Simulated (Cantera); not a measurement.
**Pyrogenic steam for wet oxidation**

An isothermal, constant-pressure homogeneous reactor starts with 3.08 % H₂, 8.81 % O₂, 88.1 % N₂, equivalence ratio 0.17, at 1273 K and 0.133 bar.

Model: GRI-Mech 3.0 (53 species, 325 reactions), integrated in Cantera.

```json
[
 {"t (s)": "9.00e-6", "x H₂": "0.0308", "x O₂": "0.0881", "x H₂O₂": "<1e-12", "x NO": "<1e-12", "x HO₂": "8.26e-10"},
 {"t (s)": "2.59e-5", "x H₂": "0.0308", "x O₂": "0.0881", "x H₂O₂": "1.38e-12", "x NO": "<1e-12", "x HO₂": "2.38e-9"},
 {"t (s)": "7.44e-5", "x H₂": "0.0308", "x O₂": "0.0881", "x H₂O₂": "1.12e-11", "x NO": "<1e-12", "x HO₂": "6.96e-9"},
 {"t (s)": "0.000214", "x H₂": "0.0308", "x O₂": "0.0881", "x H₂O₂": "9.52e-11", "x NO": "<1e-12", "x HO₂": "2.65e-8"},
 {"t (s)": "0.000615", "x H₂": "0.0237", "x O₂": "0.0842", "x H₂O₂": "1.37e-7", "x NO": "2.86e-9", "x HO₂": "3.59e-6"},
 {"t (s)": "0.00177", "x H₂": "0.00143", "x O₂": "0.0715", "x H₂O₂": "2.29e-7", "x NO": "1.72e-6", "x HO₂": "3.49e-6"},
 {"t (s)": "0.00509", "x H₂": "0.000581", "x O₂": "0.0727", "x H₂O₂": "2.28e-7", "x NO": "3.00e-6", "x HO₂": "3.10e-6"},
 {"t (s)": "0.0146", "x H₂": "9.57e-5", "x O₂": "0.0736", "x H₂O₂": "1.24e-7", "x NO": "3.17e-6", "x HO₂": "1.68e-6"},
 {"t (s)": "0.0421", "x H₂": "1.12e-5", "x O₂": "0.0738", "x H₂O₂": "3.54e-8", "x NO": "3.17e-6", "x HO₂": "4.15e-7"},
 {"t (s)": "0.121", "x H₂": "1.74e-6", "x O₂": "0.0738", "x H₂O₂": "8.93e-9", "x NO": "3.17e-6", "x HO₂": "8.49e-8"},
 {"t (s)": "0.348", "x H₂": "3.82e-7", "x O₂": "0.0738", "x H₂O₂": "2.48e-9", "x NO": "3.17e-6", "x HO₂": "2.12e-8"},
 {"t (s)": "1.00", "x H₂": "1.05e-7", "x O₂": "0.0738", "x H₂O₂": "7.69e-10", "x NO": "3.17e-6", "x HO₂": "7.31e-9"}
]
```
x: mole fraction; the columns are a selection and need not sum to one.

Equilibrium at this temperature and pressure: H₂ 1.69e-8, O₂ 0.0737, H₂O₂ 1.38e-10, NO 0.000210, HO₂ 4.45e-9 (gas phase only).
